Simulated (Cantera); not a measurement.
An isothermal, constant-pressure homogeneous reactor starts with 5.26 % C3H8, 94.7 % H2, at 1598 K and 0.338 Torr.

Detailed kinetics in Cantera: GRI-Mech 3.0 (53 species, 325 reactions). GRI-Mech 3.0 was tuned for natural gas; its chemistry of propane as a main component is partial and can be far from experiment. GRI-Mech 3.0 stops at C3 and has no aromatics, soot or wall deposition, so with more carbon than oxygen in the feed, carbon stays in small species such as C2H2 where larger ones or solid carbon would form. Radical loss at walls, strong at low pressure, is not modelled.

x: mole fraction; the columns are a selection and need not sum to one.

| t (s) | x C3H8 | x H2 | x C2H | x C2H2 | x C2H4 |
|---|---|---|---|---|---|
| 5.00e-6 | 0.0526 | 0.947 | <1e-12 | <1e-12 | 5.78e-8 |
| 1.69e-5 | 0.0526 | 0.947 | <1e-12 | 1.38e-12 | 6.60e-7 |
| 5.74e-5 | 0.0524 | 0.947 | <1e-12 | 5.34e-11 | 7.54e-6 |
| 0.000195 | 0.0518 | 0.947 | <1e-12 | 2.32e-9 | 9.00e-5 |
| 0.000660 | 0.0493 | 0.944 | <1e-12 | 2.48e-7 | 0.00115 |
| 0.00224 | 0.0376 | 0.931 | 2.73e-10 | 4.20e-5 | 0.00947 |
| 0.00758 | 0.00396 | 0.889 | … | 0.00378 | 0.0329 |
| 0.0257 | 2.19e-7 | 0.890 | … | 0.0229 | 0.0183 |
| 0.0871 | 3.05e-9 | 0.894 | … | 0.0353 | 0.00668 |
| 0.295 | 1.17e-9 | 0.897 | … | 0.0415 | 0.00133 |
| 1.00 | 5.32e-10 | 0.900 | … | 0.0443 | 0.000376 |

Question: Fill in the missing entries.

Answer: 
- 0.00758, x C2H: 1.07e-7
- 0.0257, x C2H: 4.10e-7
- 0.0871, x C2H: 3.15e-7
- 0.295, x C2H: 2.37e-7
- 1.00, x C2H: 1.90e-7
